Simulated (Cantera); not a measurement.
An adiabatic, constant-pressure homogeneous reactor starts with C2H4 : O2 : N2 : H2O = 1 : 1.3 : 4.9 : 0.18 (molar parts), at 1625 K and 0.987 atm. Integrator tolerance rtol = 1e-08.

Computed with Cantera and GRI-Mech 3.0 (53 species, 325 reactions). GRI-Mech 3.0 was tuned for natural gas; its chemistry of ethylene as a main component is partial and can be far from experiment.

Problem. What does this change do: initial temperature 1625 to 1100 K?

Solution. 
```json
[
 {"quantity": "time of steepest temperature rise", "before": "19.0 µs", "after": "9.91 ms"},
 {"quantity": "temperature at 0.700 s", "before": "2698 K", "after": "2331 K"},
 {"quantity": "equilibrium temperature", "before": "2698 K", "after": "2331 K"},
 {"quantity": "x(C2H4) at 0.700 s", "before": "<1e-12 (gas-phase equilibrium <1e-12)", "after": "<1e-12 (gas-phase equilibrium <1e-12)"},
 {"quantity": "x(O2) at 0.700 s", "before": "4.04e-5 (gas-phase equilibrium 4.04e-5)", "after": "1.10e-6 (gas-phase equilibrium 1.10e-6)"},
 {"quantity": "x(H2O) at 0.700 s", "before": "0.0683 (gas-phase equilibrium 0.0683)", "after": "0.0702 (gas-phase equilibrium 0.0702)"},
 {"quantity": "x(H2O2) at 0.700 s", "before": "4.54e-9 (gas-phase equilibrium 4.54e-9)", "after": "3.52e-10 (gas-phase equilibrium 3.52e-10)"},
 {"quantity": "x(HCN) at 0.700 s", "before": "2.78e-7 (gas-phase equilibrium 2.78e-7)", "after": "3.08e-7 (gas-phase equilibrium 3.08e-7)"},
 {"quantity": "x(NO) at 0.700 s", "before": "0.000363 (gas-phase equilibrium 0.000363)", "after": "3.18e-5 (gas-phase equilibrium 3.18e-5)"}
]
```

Problem. What does this change do: C2H4 1 to 0.4 parts?

Solution. 
```csv
quantity,before,after
time of steepest temperature rise,19.0 µs,21.7 µs
temperature at 0.700 s,2698 K,2800 K
equilibrium temperature,2698 K,2800 K
x(C2H4) at 0.700 s,<1e-12 (gas-phase equilibrium <1e-12),<1e-12 (gas-phase equilibrium <1e-12)
x(O2) at 0.700 s,4.04e-5 (gas-phase equilibrium 4.04e-5),0.0319 (gas-phase equilibrium 0.0319)
x(H2O) at 0.700 s,0.0683 (gas-phase equilibrium 0.0683),0.108 (gas-phase equilibrium 0.108)
x(H2O2) at 0.700 s,4.54e-9 (gas-phase equilibrium 4.54e-9),2.43e-7 (gas-phase equilibrium 2.43e-7)
x(HCN) at 0.700 s,2.78e-7 (gas-phase equilibrium 2.78e-7),1.24e-9 (gas-phase equilibrium 1.24e-9)
x(NO) at 0.700 s,0.000363 (gas-phase equilibrium 0.000363),0.0134 (gas-phase equilibrium 0.0134)
```
